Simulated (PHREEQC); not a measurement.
# Leach liquor (model solution)

A solution holds 0.0009 mol/kgw HCl, 0.0012 mol/kgw Al2(SO4)3 and 0.0018 mol/kgw Na2SO4, at 5.4 °C. Closed to the air; pH follows from the charge balance.

Model: ion-association model, wateq4f.dat, run in PHREEQC.

No solid was allowed to form.

Predict the pH.

pH 3.15.

In which forms is S present?

SO4-2 63 %, AlSO4+ 30 %, Al(SO4)2- 3.8 %, HSO4- 2.1 %, NaSO4- 0.6 % of the S.

Species that the database lacks are ignored. Away from 25 °C the constants follow the database's enthalpies or fits; those with neither stay at their 25 °C values.
